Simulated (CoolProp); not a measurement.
Vapour-liquid equilibrium of ethylene (1) + 1-butene (2) at 261 K; x and y are mole fractions of (1).

Values from CoolProp's multi-fluid Helmholtz-energy mixture model, Smukala 2000 and Lemmon 2005; pair parameters Bell 2016.

```csv
x,"bubble pressure, mixture model (kPa)","bubble pressure, Raoult's law (kPa)","y, mixture model","y, Raoult's law"
0.05,202.7,230.1,0.608,0.669
0.125,(withheld),454.9,0.801,0.846
0.2,579.9,679.8,(withheld),0.906
0.275,774.5,904.6,0.906,0.936
0.35,973.7,1129,(withheld),0.954
0.425,1178,1354,0.943,0.966
0.5,1387,1579,0.954,0.975
0.575,1602,1804,0.963,0.981
0.65,(withheld),2029,0.970,0.986
0.725,(withheld),2254,0.977,0.990
0.8,2294,2478,0.982,0.994
0.875,(withheld),2703,0.988,0.996
0.95,(withheld),2928,0.995,0.999
```

Problem. Fill in the missing entries.

Solution. 
- 0.125, bubble pressure, mixture model (kPa): 389.5
- 0.2, y, mixture model: 0.870
- 0.35, y, mixture model: 0.928
- 0.65, bubble pressure, mixture model (kPa): 1823
- 0.725, bubble pressure, mixture model (kPa): 2053
- 0.875, bubble pressure, mixture model (kPa): 2554
- 0.95, bubble pressure, mixture model (kPa): 2846

The largest gap from Raoult's law is -14.7 % in bubble pressure, at x = 0.2. No azeotrope shows between x = 0.05 and 0.95.

Pair parameters are fitted to limited data, so mixtures are less certain than the pure fluids.
